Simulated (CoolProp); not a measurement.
The fluid at 298.15 K and 4.41 MPa flows at 13 m/s in a round tube of 2 mm bore and 15 µm roughness, fully developed (64/Re and Nu = 3.66 if laminar; Colebrook and Gnielinski if turbulent). The same conditions are run with several fluids, on thermodynamics alone (safety and materials aside).

Model: reference Helmholtz-energy equation of state of each fluid (CF4 (R14): Platzer 1990; nitrogen: Span 2000; C2F6 (R116): Lemmon 2006; dry air: Lemmon 2000; normal hydrogen: Leachman 2009), in CoolProp. The equations of Platzer and Polt are older, rougher fits. Blends and air are pseudo-pure fits.

```json
[
 {"fluid": "CF4 (R14)", "Reynolds number": "234000", "Darcy friction factor": "0.0348", "pressure drop (Pa/m)": "274000", "heat-transfer coefficient (W/(m² K))": "9180", "mass flow (kg/h)": "27.4"},
 {"fluid": "nitrogen", "Reynolds number": "70200", "Darcy friction factor": "0.0355", "pressure drop (Pa/m)": "75000", "heat-transfer coefficient (W/(m² K))": "3730", "mass flow (kg/h)": "7.36"},
 {"fluid": "C2F6 (R116)", "Reynolds number": "350000", "Darcy friction factor": "0.0347", "pressure drop (Pa/m)": "1380000", "heat-transfer coefficient (W/(m² K))": "46700", "mass flow (kg/h)": "139"},
 {"fluid": "dry air", "Reynolds number": "70400", "Darcy friction factor": "0.0355", "pressure drop (Pa/m)": "78000", "heat-transfer coefficient (W/(m² K))": "3760", "mass flow (kg/h)": "7.65"},
 {"fluid": "normal hydrogen", "Reynolds number": "10200", "Darcy friction factor": "0.0404", "pressure drop (Pa/m)": "5970", "heat-transfer coefficient (W/(m² K))": "3760", "mass flow (kg/h)": "0.514"}
]
```

Transport values come from each fluid's own correlations; those of CF4 (R14), C2F6 (R116) are estimates that may be off by 10 % or more.
